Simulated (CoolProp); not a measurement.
A Linde-Hampson liquefier for CF4 (R14): isothermal reversible compression at 320 K from 1 atm to 40 MPa, throttling to 1 atm, return gas leaving the recuperator 5 K below the feed. Each further row changes one setting.

The numbers come from the reference Helmholtz-energy equation of state, Platzer 1990 in CoolProp. This equation is an older, rougher fit; its heat capacities, sound speeds and derivatives of the liquid may be far off and weren't checked against measurements.

```csv
case,liquid yield per pass,compression work (kJ/kg of gas)
as stated,0.242,169
warm-end temperature 350 K,0.191,190
warm-end gap 10 K,0.230,169
```
